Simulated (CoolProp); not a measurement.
c-C4F8 (RC318) at several states: fugacity coefficient from the reference equation and from simpler models built on Tc = 388.4 K, pc = 2778 kPa, ω = 0.355; each cubic takes its own stable root.

Computed with CoolProp (reference Helmholtz-energy equation of state, Platzer 1990). This equation is an older, rougher fit; its heat capacities, sound speeds and derivatives of the liquid may be far off and weren't checked against measurements.

```
T (K)  p (kPa)   phase  reference  van der Waals  Redlich-Kwong  Soave-Redlich-Kwong  Peng-Robinson
-----  -------  ------  ---------  -------------  -------------  -------------------  -------------
257.1       58     gas     0.9731         0.9838         0.9777               0.9739         0.9729
382.6    16400  liquid     0.2153         0.3033         0.2336               0.2292         0.2043
453.8      438     gas     0.9705         0.9683         0.9663               0.9704         0.9655
```
